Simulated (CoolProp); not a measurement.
Vapour-liquid equilibrium of R134a (1) + R123 (2) at 1.59 bar; x and y are mole fractions of (1).

Computed with CoolProp (multi-fluid Helmholtz-energy mixture model, Tillner-Roth 1994 and Younglove 1994; pair parameters Bell 2016).

```tsv
x	bubble temperature (K)	y at the bubble point	dew temperature at overall composition x (K)	liquid density (mol/L)
0.05	304.8	0.293	312.6	9.554
0.2	286.3	0.694	308.0	10.19
0.35	275.9	0.833	302.7	10.74
0.5	269.4	0.898	296.5	11.26
0.65	265.0	0.936	288.9	11.78
0.8	261.6	0.964	278.7	12.34
0.95	258.4	0.991	263.3	12.96
```

No azeotrope shows between x = 0.05 and 0.95.

The pair parameters rest on a limited set of measurements; away from them the model extrapolates.
